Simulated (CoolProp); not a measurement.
A Linde-Hampson liquefier for carbon monoxide: isothermal reversible compression at 250 K from 1 atm to 30 MPa, throttling to 1 atm, return gas leaving the recuperator 5 K below the feed. Each further row changes one setting.

Values from CoolProp's reference Helmholtz-energy equation of state, Lemmon 2006. It is a short technical equation, of lower accuracy than the large ones.

| case | liquid yield per pass | compression work (kJ/kg of gas) |
|---|---|---|
| as stated | 0.156 | 415 |
| high pressure 60 MPa | 0.144 | 481 |
| warm-end temperature 280 K | 0.113 | 472 |
| warm-end gap 10 K | 0.144 | 415 |
